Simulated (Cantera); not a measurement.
**Thermodynamics of oxide etching and cleaning by halides, feed CaO + HCl + N2**

A closed system holds: 1 mol CaO, a varied amount of HCl, 0.67 mol N2, at 1098.15 K and 0.133 bar.

Equilibrium computed with Cantera from the NASA thermochemical tables; the gas is ideal and each condensed phase is pure. Candidate condensed phases: Ca, CaCl2, CaO, Ca(OH)2, H2O, NH4Cl; 36 gas species. Condensed phases not in the tables: oxide chlorides. Kinetics and transport are ignored.

```json
[
 {"n(HCl) (mol)": "3.5", "x HCl": "0.473", "x H2O": "0.315", "x N2": "0.211", "x H2": "9.81e-6", "x Cl": "9.20e-6", "x Cl2": "5.15e-6", "n CaCl2(l)": "1.000"},
 {"n(HCl) (mol)": "6.2", "x HCl": "0.715", "x H2O": "0.170", "x N2": "0.114", "x H2": "1.40e-5", "x Cl": "1.16e-5", "x Cl2": "8.22e-6", "n CaCl2(l)": "1.000"},
 {"n(HCl) (mol)": "8.8", "x HCl": "0.803", "x H2O": "0.118", "x N2": "0.0791", "x H2": "1.56e-5", "x Cl": "1.24e-5", "x Cl2": "9.35e-6", "n CaCl2(l)": "1.000"},
 {"n(HCl) (mol)": "11", "x HCl": "0.843", "x H2O": "0.0937", "x N2": "0.0628", "x H2": "1.63e-5", "x Cl": "1.27e-5", "x Cl2": "9.87e-6", "n CaCl2(l)": "1.000"},
 {"n(HCl) (mol)": "14", "x HCl": "0.878", "x H2O": "0.0732", "x N2": "0.0490", "x H2": "1.68e-5", "x Cl": "1.30e-5", "x Cl2": "1.03e-5", "n CaCl2(l)": "1.000"},
 {"n(HCl) (mol)": "17", "x HCl": "0.900", "x H2O": "0.0600", "x N2": "0.0402", "x H2": "1.72e-5", "x Cl": "1.32e-5", "x Cl2": "1.06e-5", "n CaCl2(l)": "1.000"},
 {"n(HCl) (mol)": "19", "x HCl": "0.911", "x H2O": "0.0536", "x N2": "0.0359", "x H2": "1.74e-5", "x Cl": "1.33e-5", "x Cl2": "1.07e-5", "n CaCl2(l)": "1.000"},
 {"n(HCl) (mol)": "22", "x HCl": "0.923", "x H2O": "0.0461", "x N2": "0.0309", "x H2": "1.76e-5", "x Cl": "1.34e-5", "x Cl2": "1.09e-5", "n CaCl2(l)": "1.000"},
 {"n(HCl) (mol)": "25", "x HCl": "0.932", "x H2O": "0.0405", "x N2": "0.0272", "x H2": "1.78e-5", "x Cl": "1.35e-5", "x Cl2": "1.10e-5", "n CaCl2(l)": "1.000"},
 {"n(HCl) (mol)": "27", "x HCl": "0.937", "x H2O": "0.0375", "x N2": "0.0251", "x H2": "1.79e-5", "x Cl": "1.35e-5", "x Cl2": "1.11e-5", "n CaCl2(l)": "1.000"}
]
```
x: gas mole fraction; n: condensed amount in mol.

From 3.5 mol HCl to 27 mol HCl the condensed part is CaCl2(l). The main Ca-bearing gas is CaCl2 throughout.
